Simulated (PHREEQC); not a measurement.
Ca(OH)2 is added in steps, without added water, to 1 kg of water holding 0.0026 mol/kgw CdI2 and 0.00066 mol/kgw Ba(OH)2, at 20 °C. Oxygen alone is held at its pressure in air (log pO2 = -0.68). The system is closed to CO2. Solids allowed: Portlandite, Cd(OH)2. Others were left out.

Base run: PHREEQC, ion-association model, wateq4f.dat. Each further column changes one thing. The table gives pH.

```json
[
 {"Ca(OH)2 added (mol)": "0", "base": "8.35", "CdI2 from 0.0026 to 0.0039 mol/kgw": "8.27", "diluted 5-fold with water": "8.60", "no solid may form": "10.01"},
 {"Ca(OH)2 added (mol)": "0.002", "base": "10.19", "CdI2 from 0.0026 to 0.0039 mol/kgw": "[?]", "diluted 5-fold with water": "11.63", "no solid may form": "10.95"},
 {"Ca(OH)2 added (mol)": "0.004", "base": "11.71", "CdI2 from 0.0026 to 0.0039 mol/kgw": "11.27", "diluted 5-fold with water": "11.95", "no solid may form": "11.70"},
 {"Ca(OH)2 added (mol)": "0.006", "base": "11.98", "CdI2 from 0.0026 to 0.0039 mol/kgw": "[?]", "diluted 5-fold with water": "12.13", "no solid may form": "11.97"},
 {"Ca(OH)2 added (mol)": "0.008", "base": "12.15", "CdI2 from 0.0026 to 0.0039 mol/kgw": "12.04", "diluted 5-fold with water": "12.25", "no solid may form": "12.13"},
 {"Ca(OH)2 added (mol)": "0.01", "base": "12.26", "CdI2 from 0.0026 to 0.0039 mol/kgw": "12.18", "diluted 5-fold with water": "12.34", "no solid may form": "12.24"},
 {"Ca(OH)2 added (mol)": "0.012", "base": "12.34", "CdI2 from 0.0026 to 0.0039 mol/kgw": "12.28", "diluted 5-fold with water": "12.41", "no solid may form": "[?]"},
 {"Ca(OH)2 added (mol)": "0.014", "base": "12.41", "CdI2 from 0.0026 to 0.0039 mol/kgw": "12.36", "diluted 5-fold with water": "12.47", "no solid may form": "12.40"},
 {"Ca(OH)2 added (mol)": "0.016", "base": "12.47", "CdI2 from 0.0026 to 0.0039 mol/kgw": "12.43", "diluted 5-fold with water": "12.52", "no solid may form": "12.46"}
]
```

Task: What belongs in the gaps?

Result: 
- 0.002, CdI2 from 0.0026 to 0.0039 mol/kgw: 8.50
- 0.006, CdI2 from 0.0026 to 0.0039 mol/kgw: 11.82
- 0.012, no solid may form: 12.33

 In at least one series the solution becomes supersaturated in solids that the run did not let form, among them Cd(OH)2.
